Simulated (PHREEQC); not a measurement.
Solution (25 °C): 0.096 mol HCl, 0.00023 mol ZnSO4 and 0.0044 mol MgSO4 per kg of water. Closed to the air; pH follows from the charge balance.

The numbers come from PHREEQC with the ion-association model, phreeqc.dat.

This is a speciation only: nothing precipitates in the calculation.

### Question
What pH, specific conductance does the model give?

### Answer
pH 1.12; specific conductance 33500 µS/cm.

### Question
In which forms is S present?

### Answer
HSO4- 75 %, SO4-2 22 %, MgSO4 3.1 % of the S.

Complexes and solids missing from the database can't appear.
